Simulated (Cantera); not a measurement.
A closed system holds: 1 mol NH3, 0.6 mol SO2, 0.2 mol O2, equilibrated at 100000 Pa.

These are equilibrium values from Cantera (NASA tables, ideal gas, pure condensed phases), not measurements of a reactor. Candidate condensed phases: H2O, H2SO4, S; 35 gas species. Rates play no part.

x: gas mole fraction; nothing condenses.

| T (K) | x H2O | x N2 | x H2 | x SO2 | x S2 | x SO | x H2S | x SH |
|---|---|---|---|---|---|---|---|---|
| 2075 | 0.447 | 0.206 | 0.151 | 0.0966 | 0.0519 | 0.0188 | 0.0167 | 0.00744 |
| 2125 | 0.437 | 0.206 | 0.160 | 0.0984 | 0.0492 | [?] | [?] | [?] |
| 2175 | 0.427 | 0.205 | 0.167 | 0.1000 | 0.0463 | [?] | [?] | [?] |
| 2225 | 0.418 | 0.204 | 0.175 | 0.101 | 0.0433 | 0.0295 | 0.0124 | 0.00973 |
| 2275 | 0.409 | 0.203 | 0.181 | 0.102 | 0.0402 | 0.0336 | 0.0111 | 0.0104 |
| 2325 | 0.399 | 0.202 | 0.188 | 0.103 | 0.0371 | 0.0379 | 0.00998 | 0.0111 |
| 2375 | 0.390 | 0.201 | 0.194 | 0.103 | 0.0339 | 0.0424 | 0.00893 | 0.0117 |

Task: What belongs in the gaps?

Result: 
- 2125, x SO: 0.0221
- 2125, x H2S: 0.0152
- 2125, x SH: 0.00822
- 2175, x SO: 0.0257
- 2175, x H2S: 0.0137
- 2175, x SH: 0.00899
